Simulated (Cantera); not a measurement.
Mixture: CH4 : C2H6 : O2 : N2 = 1 : 0.15 : 2.97 : 16.6 (molar parts), equivalence ratio 0.85, at 290000 Pa, adiabatic and at constant volume. Ignition delay is the time to a rise of 400 K.

Model: GRI-Mech 3.0 (53 species, 325 reactions), integrated in Cantera.

Problem. Predict: delay at 1023 K; delay at 1173 K; delay at 1323 K; delay at 1473 K; delay at 1623 K; apparent activation energy between 1548 and 1698 K.

Solution. 
```
Quantity                                                 Value
--------------------------------------------------  ----------
delay at 1023 K                                        39.4 ms
delay at 1173 K                                        2.97 ms
delay at 1323 K                                       0.548 ms
delay at 1473 K                                       0.145 ms
delay at 1623 K                                        45.4 µs
apparent activation energy between 1548 and 1698 K  160 kJ/mol
```
